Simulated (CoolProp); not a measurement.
Benzene along the isotherm 185.55 °C: fugacity coefficient from the reference equation and from simpler models built on Tc = 288.9 °C, pc = 4.906 MPa, ω = 0.211; each cubic takes its own stable root.

Model: reference Helmholtz-energy equation of state, Thol 2012, in CoolProp.

```
p (MPa)   phase  reference
-------  ------  ---------
0.46        gas     0.9377
0.92        gas     0.8753
1.38     liquid     0.6990
1.84     liquid     0.5315
2.3      liquid     0.4311
2.76     liquid     0.3643
3.22     liquid     0.3165
3.68     liquid     0.2808
4.14     liquid     0.2530
4.6      liquid     0.2308
5.06     liquid     0.2127
5.52     liquid     0.1977
5.98     liquid     0.1850
6.44     liquid     0.1741
6.9      liquid     0.1647
7.36     liquid     0.1565
```

Question: How far does each simpler model (van der Waals, Redlich-Kwong, Soave-Redlich-Kwong, Peng-Robinson) lie from the reference over these 16 states: mean and median of the absolute difference, and the worst?

Answer: 
- van der Waals: mean 61.8 %, median 72.7 %, worst +83.1 % at 185.55 °C and 7.36 MPa
- Redlich-Kwong: mean 18.7 %, median 21.0 %, worst +22.7 % at 185.55 °C and 7.36 MPa
- Soave-Redlich-Kwong: mean 2.6 %, median 2.7 %, worst +3.8 % at 185.55 °C and 7.36 MPa
- Peng-Robinson: mean 0.4 %, median 0.4 %, worst -0.7 % at 185.55 °C and 7.36 MPa

At some of these states van der Waals, Redlich-Kwong gives the other phase, because its saturation line lies elsewhere.
